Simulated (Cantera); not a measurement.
Mixture: CH4 : O2 : N2 = 1 : 3.28 : 12.3 (molar parts), equivalence ratio 0.61, at 1.00 bar, adiabatic and at constant pressure. Ignition delay is the time to a rise of 400 K.

Cantera simulation using GRI-Mech 3.0 (53 species, 325 reactions); the numbers are that mechanism's predictions, not measurements.

**Question.** What does this change do: CH4 1 to 2.1 parts?

**Answer.** 
```csv
quantity,before,after
delay at 1173 K,52.2 ms,77.6 ms
delay at 1373 K,3.73 ms,5.37 ms
delay at 1573 K,0.518 ms,0.637 ms
delay at 1773 K,0.127 ms,0.135 ms
delay at 1973 K,44.3 µs,43.3 µs
apparent activation energy between 1773 and 1973 K,150 kJ/mol,170 kJ/mol
```

**Question.** What does this change do: CH4 1 to 1.4 parts?

**Answer.** 
```csv
quantity,before,after
delay at 1173 K,52.2 ms,62.4 ms
delay at 1373 K,3.73 ms,4.38 ms
delay at 1573 K,0.518 ms,0.562 ms
delay at 1773 K,0.127 ms,0.129 ms
delay at 1973 K,44.3 µs,43.3 µs
apparent activation energy between 1773 and 1973 K,150 kJ/mol,160 kJ/mol
```
